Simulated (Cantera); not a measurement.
# Diamond growth

A diamond (100) surface in a fixed gas of H2 with x(CH4) = 0.0034, x(CH3) = 0.00012, at 975 K, 0.210 bar; coverages are run to steady state.

Computed with Cantera and the Harris–Goodwin 1993 mechanism for the reconstructed diamond (100) surface.

```csv
x(H),growth (µm/h),θ c6HH,θ c6H*,θ c6*H,θ c6**,θ c6HM
0.0001,4.63,0.403,0.00928,0.204,0.00244,0.285
0.00021,6.80,0.467,0.0114,0.252,0.00402,0.199
0.00046,8.86,0.528,0.0134,0.295,0.00564,0.118
0.00098,10.3,0.570,0.0147,0.323,0.00679,0.0641
0.0021,11.1,0.595,0.0155,0.339,0.00749,0.0323
0.0045,11.5,0.607,0.0160,0.348,0.00787,0.0157
0.0097,11.8,0.614,0.0164,0.352,0.00809,0.00742
0.021,11.9,0.617,0.0170,0.353,0.00824,0.00347
0.044,12.0,0.618,0.0180,0.353,0.00841,0.00167
```
θ: site fractions in the mechanism's names (c6HH fully hydrogenated, c6H* and c6*H radical sites, c6** diradical, c6HM methylated).
